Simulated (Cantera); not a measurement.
Charge: 1 mol CH3SiCl3, 0.18 mol C2H2, 6.6 mol H2, at 1450 K.

Equilibrium computed with Cantera from the NASA thermochemical tables; the gas is ideal and each condensed phase is pure. Candidate condensed phases: C, C6H6, C7H8, C8H18, Si, SiC; 109 gas species. The feed counts by its element totals alone. The tables' values for SiCl3 are old estimates; treat these amounts as uncertain. The numbers say what is thermodynamically allowed, not how fast it happens.

x: gas mole fraction; n: condensed amount in mol.

```tsv
P (Pa)	x H2	x HCl	x SiCl4	x SiCl2	n C(graphite)	n SiC(s)
100	0.696	0.301	1.38e-5	0.00240	0.384	0.975
320	0.696	0.301	4.41e-5	0.00239	0.385	0.974
1000	0.697	0.301	[?]	0.00238	0.388	0.972
3200	0.698	0.299	0.000425	0.00235	0.393	0.967
10000	0.701	0.294	0.00124	0.00227	0.404	0.955
32000	0.708	0.284	[?]	[?]	0.429	0.926
100000	0.720	0.265	0.00769	0.00179	0.472	0.872
```

Problem. Complete the blanks.

Solution. 
- 32000, x SiCl4: 0.00338
- 32000, x SiCl2: 0.00210
- 1000, x SiCl4: 0.000136
